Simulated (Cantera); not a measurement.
Cantera run, input and output.

```python
import numpy as np
import cantera as ct

gas = ct.Solution("gri30.yaml")


def delay(T, t_max=10):
    gas.TPX = T, 100000, {'C3H8': 1, 'O2': 3.12, 'N2': 11.8}
    reactor = ct.IdealGasReactor(gas, clone=False)
    net = ct.ReactorNet([reactor])
    net.rtol, net.atol = 1e-8, 1e-16
    while net.time < t_max:
        t_old, T_old = net.time, reactor.T
        net.step()
        if reactor.T > T + 400:  # ignition: a rise of 400 K
            return t_old + (T + 400 - T_old) / (reactor.T - T_old) * (net.time - t_old)
    return np.nan


taus = []
for T in [1175, 1275, 1375, 1475, 1575, 1675]:
    taus.append(delay(T))
    print(f"T0 = {T:6g} K   tau = {taus[-1]:.4e} s")
```

It prints:

```
T0 =   1175 K   tau = 9.9558e-03 s
T0 =   1275 K   tau = 1.4246e-03 s
T0 =   1375 K   tau = 3.0434e-04 s
T0 =   1475 K   tau = 9.3953e-05 s
T0 =   1575 K   tau = 3.9082e-05 s
T0 =   1675 K   tau = 2.0309e-05 s
```

Detailed kinetics in Cantera: GRI-Mech 3.0 (53 species, 325 reactions). GRI-Mech 3.0 was tuned for natural gas; its chemistry of propane as a main component is partial and can be far from experiment.
